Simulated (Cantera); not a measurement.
Charge: 1 mol SiF4, 0.77 mol O3, held at 975 K and 9.00 Torr.

Method: chemical equilibrium by Gibbs-energy minimisation in Cantera with the NASA 1993 tables (ideal gas, pure condensed phases). Candidate condensed phases: Si, SiO2; 17 gas species. The numbers say what is thermodynamically allowed, not how fast it happens.

Base state: O2 0.536, SiF4 0.464 (mole fractions); condensed: gas only.

Question: What changes in the equilibrium state with this change: O3 from 0.77 to 0.18 mol?

Answer: 
| species | before | after |
|---|---|---|
| SiF4 | 0.464 | 0.787 |
| O2 | 0.536 | 0.213 |

Question: What changes in the equilibrium state with this change: temperature from 975 K to 2075 K?

Answer: 
```tsv
species	before	after
O2	0.536	0.529
SiF4	0.464	0.459
O	<1e-9	0.00774
F	<1e-9	0.00222
SiF3	<1e-9	0.00199
SiO	<1e-9	3.40e-5
```
The tables' values for SiF3, SiO2 are old estimates; treat these amounts as uncertain.
